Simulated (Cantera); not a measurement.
# Equilibrium for iron carbonyl, mercury and lead vapours: Fe(CO)₅ + O₂ + N₂

Charge: 1 mol Fe(CO)₅, 0.028 mol O₂, a varied amount of N₂, equilibrated at 898.15 K and 29.0 Pa.

Cantera equilibrium calculation (NASA polynomials, part measured and part estimated; ideal gas, pure solids and liquids). Candidate condensed phases: C, Fe, Fe(CO)₅, FeO, Fe₂O₃, Fe₃O₄; 27 gas species. Rates play no part.

| n(N₂) (mol) | x N₂ | x CO | x CO₂ | n Fe(α) |
|---|---|---|---|---|
| 1 | 0.167 | 0.824 | 0.00933 | 1.00 |
| 2 | 0.286 | 0.706 | 0.00800 | 1.00 |
| 3.7 | 0.425 | 0.568 | 0.00644 | 1.00 |
| 7.2 | 0.590 | 0.405 | 0.00459 | 1.00 |
| 14 | 0.737 | 0.260 | 0.00295 | 1.00 |
| 26 | 0.839 | 0.159 | 0.00181 | 1.00 |
| 50 | 0.909 | 0.0899 | 0.00102 | 1.00 |
| 96 | 0.950 | 0.0490 | 0.000554 | 1.00 |
x: gas mole fraction; n: condensed amount in mol.

From 1 mol N₂ to 96 mol N₂ the condensed part is Fe(α).
